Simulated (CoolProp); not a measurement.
Vapour-liquid equilibrium of propane (1) + neopentane (2) at 325.5 K; x and y are mole fractions of (1).

The numbers come from the multi-fluid Helmholtz-energy mixture model, Lemmon 2009 and Lemmon 2006; pair parameters Bell 2016 in CoolProp.

```json
[
 {"x": "0.05", "bubble pressure (bar)": "4.130", "y at the bubble point": "0.119", "dew pressure at overall composition x (bar)": "3.924", "liquid density (mol/L)": "7.782"},
 {"x": "0.2", "bubble pressure (bar)": "5.219", "y at the bubble point": "0.393", "dew pressure at overall composition x (bar)": "4.402", "liquid density (mol/L)": "8.176"},
 {"x": "0.35", "bubble pressure (bar)": "6.554", "y at the bubble point": "0.599", "dew pressure at overall composition x (bar)": "5.009", "liquid density (mol/L)": "8.595"},
 {"x": "0.5", "bubble pressure (bar)": "8.320", "y at the bubble point": "0.757", "dew pressure at overall composition x (bar)": "5.826", "liquid density (mol/L)": "9.027"},
 {"x": "0.65", "bubble pressure (bar)": "10.66", "y at the bubble point": "0.871", "dew pressure at overall composition x (bar)": "7.017", "liquid density (mol/L)": "9.452"},
 {"x": "0.8", "bubble pressure (bar)": "13.59", "y at the bubble point": "0.945", "dew pressure at overall composition x (bar)": "9.032", "liquid density (mol/L)": "9.828"},
 {"x": "0.95", "bubble pressure (bar)": "16.90", "y at the bubble point": "0.990", "dew pressure at overall composition x (bar)": "13.85", "liquid density (mol/L)": "10.06"}
]
```

No azeotrope shows between x = 0.05 and 0.95.

Pair parameters are fitted to limited data, so mixtures are less certain than the pure fluids.
